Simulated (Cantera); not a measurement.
What does this Cantera script print?

```python
import numpy as np
import cantera as ct

gas = ct.Solution("gri30.yaml")
gas.TPX = 1075, 13332, {'N2O': 1, 'H2': 0.0076, 'N2': 3.4}
reactor = ct.IdealGasConstPressureReactor(gas, energy="off", clone=False)
net = ct.ReactorNet([reactor])
net.rtol, net.atol = 1e-08, 1e-18
show = ['N2O', 'H2', 'HO2', 'NO2', 'H', 'NO', 'H2O']
times = np.geomspace(4e-05, 10, 11)

steps = ct.SolutionArray(gas, extra=["t"])
rows = []
print(f"{'t/s':>10s}{'T/K':>9s}{'P/Pa':>11s}" + "".join(f"{s:>11s}" for s in show))
for t in times:
    while net.time < t:
        t_next = net.step()
        steps.append(gas.state, t=t_next)
    rows.append([np.interp(t, steps.t, y) for y in (steps.T, steps.P, *steps(*show).X.T)])
    print(f"{t:10.3e}{rows[-1][0]:9.1f}{rows[-1][1]:11.4g}" + "".join(f"{x:11.3e}" for x in rows[-1][2:]))
rate = np.gradient(steps.T, steps.t)
print("integrator steps:", len(steps.t))
if steps.T.max() > steps.T[0] + 200:
    print(f"time of steepest temperature rise: {steps.t[rate.argmax()]:.4e} s")
gas.TPX = 1075, 13332, {'N2O': 1, 'H2': 0.0076, 'N2': 3.4}
gas.equilibrate("TP")
print(f"equilibrium (TP): T = {gas.T:.1f} K  " + "  ".join(f"{s} {gas[s].X[0]:.3e}" for s in show))
```

Result:

```
       t/s      T/K       P/Pa        N2O         H2        HO2        NO2          H         NO        H2O
 4.000e-05   1075.0  1.333e+04  2.269e-01  1.724e-03  2.182e-13  6.068e-19  3.383e-10  1.929e-10  2.598e-11
 1.386e-04   1075.0  1.333e+04  2.269e-01  1.724e-03  9.547e-12  6.996e-17  2.682e-09  2.063e-09  1.137e-09
 4.804e-04   1075.0  1.333e+04  2.269e-01  1.724e-03  3.412e-10  6.868e-15  1.560e-08  1.750e-08  4.067e-08
 1.665e-03   1075.0  1.333e+04  2.269e-01  1.723e-03  7.421e-09  1.190e-12  6.796e-08  1.003e-07  8.923e-07
 5.771e-03   1075.0  1.333e+04  2.269e-01  1.711e-03  9.302e-08  2.411e-10  2.216e-07  4.882e-07  1.223e-05
 2.000e-02   1075.0  1.333e+04  2.267e-01  1.608e-03  4.489e-07  1.969e-08  4.819e-07  2.424e-06  1.144e-04
 6.931e-02   1075.0  1.333e+04  2.262e-01  1.140e-03  5.475e-07  1.944e-07  4.312e-07  8.680e-06  5.817e-04
 2.402e-01   1075.0  1.333e+04  2.252e-01  4.031e-04  4.338e-07  1.405e-06  1.068e-07  2.246e-05  1.319e-03
 8.326e-01   1075.0  1.333e+04  2.240e-01  4.942e-05  1.572e-07  8.352e-06  6.779e-09  6.112e-05  1.673e-03
 2.885e+00   1075.0  1.333e+04  2.210e-01  5.446e-07  4.912e-08  1.934e-05  1.884e-10  2.037e-04  1.720e-03
 1.000e+01   1075.0  1.333e+04  2.111e-01  1.070e-09  1.778e-08  2.528e-05  1.458e-10  7.042e-04  1.713e-03
integrator steps: 1464
equilibrium (TP): T = 1075.0 K  N2O 1.499e-09  H2 9.413e-12  HO2 1.237e-10  NO2 4.196e-07  H 1.241e-13  NO 5.018e-05  H2O 1.550e-03
```

Detailed kinetics in Cantera: GRI-Mech 3.0 (53 species, 325 reactions). GRI-Mech 3.0 was tuned for natural gas; its chemistry of N2O as a main component is partial and can be far from experiment. The mechanism lacks the step 2 NO + O2 → 2 NO2, which can matter for NO2 below about 1400 K. The temperature is held fixed by assumption; the heat of reaction is taken as removed at once.
